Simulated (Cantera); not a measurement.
Input: 1 mol SiH2Cl2, 0.01 mol Cl2, 570 mol H2, held at 1000 Pa.

These are equilibrium values from Cantera (NASA tables, ideal gas, pure condensed phases), not measurements of a reactor. Candidate condensed phases: Si; 19 gas species. Kinetics and transport are ignored.

Question: At 1623 K, list the 5 most abundant gas species with their mole fractions, and the condensed phases.

Answer: H2 0.996, HCl 0.00344, H 0.000690, SiCl2 4.16e-5, Si 1.56e-5. Condensed: Si(s).
